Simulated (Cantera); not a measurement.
What does this Cantera script print?

```python
import numpy as np
import cantera as ct

gas = ct.Solution("gri30.yaml")
gas.TPX = 425, 330000, {'CH4': 1, 'O2': 1.54, 'N2': 5.78}
flame = ct.FreeFlame(gas, width=0.017)
flame.set_refine_criteria(ratio=3, slope=0.08, curve=0.16)
flame.transport_model = "mixture-averaged"
flame.solve(loglevel=0, auto=True)
z, T = flame.grid, flame.T
thick = (T[-1] - T[0]) / np.gradient(T, z).max()
show = ['CH4', 'O2', 'CH2O', 'N2O', 'CO', 'C2H']
print(f"laminar burning velocity  {flame.velocity[0] * 100:.3f} cm/s")
print(f"burnt temperature         {T[-1]:.1f} K")
print(f"thermal thickness         {thick * 1e3:.4f} mm")
print(f"grid points               {len(z)}")
z0 = z[flame.heat_release_rate.argmax()]
print(f"{'z/mm':>9s}{'T/K':>9s}{'u/(m/s)':>9s}" + "".join(f"{s:>11s}" for s in show))
rows = []
for k in (-3, -2, -1.5, -1, -0.5, -0.25, 0, 0.25, 0.5, 1, 2, 4, 8):
    zz = z0 + k * thick
    rows.append([k * thick, np.interp(zz, z, T), np.interp(zz, z, flame.velocity),
                 *(np.interp(zz, z, flame.X[gas.species_index(s)]) for s in show)])
    print(f"{rows[-1][0] * 1e3:9.3f}{rows[-1][1]:9.1f}{rows[-1][2]:9.3f}" + "".join(f"{x:11.3e}" for x in rows[-1][3:]))
```

Result:

```
laminar burning velocity  25.423 cm/s
burnt temperature         2147.6 K
thermal thickness         0.2581 mm
grid points               140
     z/mm      T/K  u/(m/s)        CH4         O2       CH2O        N2O         CO        C2H
   -0.774    425.5    0.255  1.199e-01  1.847e-01  1.097e-07  1.356e-12  7.514e-06  1.377e-27
   -0.516    431.3    0.260  1.189e-01  1.836e-01  2.698e-06  3.567e-11  1.198e-04  5.835e-24
   -0.387    456.4    0.276  1.165e-01  1.812e-01  2.031e-05  2.810e-10  6.735e-04  2.677e-21
   -0.258    598.1    0.366  1.060e-01  1.697e-01  1.946e-04  2.991e-09  4.562e-03  5.864e-17
   -0.129   1113.3    0.695  6.884e-02  1.209e-01  1.061e-03  2.381e-08  2.394e-02  4.312e-11
   -0.065   1525.7    0.963  3.711e-02  7.497e-02  1.031e-03  4.902e-08  4.347e-02  1.195e-08
    0.000   1894.4    1.205  9.682e-03  2.861e-02  3.671e-04  6.351e-08  6.233e-02  5.361e-07
    0.065   2056.0    1.308  1.314e-03  6.881e-03  8.450e-05  4.575e-08  6.690e-02  9.660e-07
    0.129   2098.3    1.332  1.973e-04  1.548e-03  1.596e-05  3.133e-08  6.480e-02  3.592e-07
    0.258   2118.4    1.342  1.137e-05  1.726e-04  8.924e-07  2.004e-08  6.216e-02  3.644e-08
    0.516   2131.1    1.349  4.104e-07  4.706e-05  2.731e-08  1.344e-08  6.148e-02  1.339e-09
    1.032   2140.4    1.354  2.017e-08  1.821e-05  4.299e-09  9.415e-09  6.160e-02  3.904e-11
    2.065   2145.5    1.357  1.137e-09  7.001e-06  3.610e-09  7.215e-09  6.171e-02  1.027e-12
```

Model: GRI-Mech 3.0 (53 species, 325 reactions), integrated in Cantera. Burning velocities carry a grid error of a few per cent, more on coarse grids.
